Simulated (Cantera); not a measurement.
A Cantera script and what it prints.

```python
import numpy as np
import cantera as ct

gas_names = """
    Fe FeO Fe(OH)2 H HNO HNO2 HNO3 HO2 H2 H2O H2O2 N NH NH2 NH3 NH2OH NO NO2 NO3 N2 N2H2 N2H4 N2O O OH
    O2 O3
""".split()
cond_names = """
    Fe(a) Fe(c) Fe(d) Fe(L) FeO(s) FeO(L) Fe(OH)2(s) Fe(OH)3(s) Fe2O3(s) Fe3O4(s) H2O(s) H2O(L)
""".split()


# ... load() reads the species with a 1 bar reference pressure and builds the phases ...
atoms = {
    'Fe': {'Fe': 1},
    'H2O': {'H': 2, 'O': 1},
    'N2': {'N': 2},
}
top_T = {'Fe2O3(s)': 1830, 'Fe3O4(s)': 1870}  # K; cautious upper limits of use, not melting points


# ... equilibrate(T, P, feed) seeds the gas with the atoms and calls Mixture.equilibrate('TP', solver="vcs", rtol=1e-11, max_steps=5000) ...
results = []
feed = {'Fe': 1, 'H2O': 0.037, 'N2': 4.7}  # mol
T = 1748.15  # K
P = 61  # Pa
mix = equilibrate(T, P, feed)
results.append((T, P, feed, dict(zip(mix.species_names, mix.species_moles))))
x = sorted(zip(gas.X, gas.species_names), reverse=True)
print(f"T = {T:g} K  P = {P:g} Pa  gas = {mix.phase_moles(0):.4g} mol")
print("   x: " + "  ".join(f"{s} {v:.3e}" for v, s in x if v > 0.0001))
print("   condensed (mol): " + ("  ".join(f"{mix.phase(i).name} {mix.phase_moles(i):.4g}"
      for i in range(1, mix.n_phases) if mix.phase_moles(i) > 1e-12) or "none"))
```

Result:

```
T = 1748.15 K  P = 61 Pa  gas = 4.847 mol
   x: N2 9.697e-01  Fe 2.220e-02  H2 4.990e-03  H2O 2.308e-03  H 6.544e-04  FeO 1.022e-04
   condensed (mol): Fe(d) 0.8667  FeO(L) 0.0252
```

Method: chemical equilibrium by Gibbs-energy minimisation in Cantera with the NASA 1993 tables (ideal gas, pure condensed phases). Mutual solubility and eutectic melting of coexisting phases are not modelled. The tables' stoichiometric FeO is somewhat more stable than real wüstite, so its field is too wide. FeO: taken at fixed stoichiometry.
